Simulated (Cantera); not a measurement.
**Gas activation for diamond growth**

An isothermal, constant-pressure homogeneous reactor starts with 0.576 % CH4, 97.7 % H2, 1.76 % CO2, at 2923 K and 0.0132 atm.

Detailed kinetics in Cantera: GRI-Mech 3.0 (53 species, 325 reactions). Radical loss at walls, strong at low pressure, is not modelled.

```csv
t (s),x CH4,x H2,x CO2,x O2,x C2H,x C2H4,x HCO
0.000200,0.00467,0.964,0.0155,7.33e-10,1.19e-8,2.14e-6,1.10e-7
0.00103,0.00227,0.919,0.00125,4.00e-8,4.15e-6,8.36e-6,7.24e-7
0.00532,0.000169,0.878,4.13e-5,1.63e-7,1.95e-5,4.00e-7,3.33e-7
0.0274,2.04e-8,0.792,3.60e-5,4.66e-7,6.28e-9,8.09e-12,8.29e-8
0.141,<1e-12,0.551,3.09e-5,3.74e-6,<1e-12,<1e-12,2.73e-8
0.729,<1e-12,0.353,2.29e-5,9.29e-6,<1e-12,<1e-12,1.15e-8
3.76,<1e-12,0.343,2.23e-5,9.54e-6,<1e-12,<1e-12,1.10e-8
19.4,<1e-12,0.343,2.23e-5,9.54e-6,<1e-12,<1e-12,1.10e-8
100,<1e-12,0.343,2.23e-5,9.54e-6,<1e-12,<1e-12,1.10e-8
```
x: mole fraction; the columns are a selection and need not sum to one.

Equilibrium at this temperature and pressure: CH4 <1e-12, H2 0.343, CO2 2.23e-5, O2 9.54e-6, C2H <1e-12, C2H4 <1e-12, HCO 1.10e-8 (gas phase only).
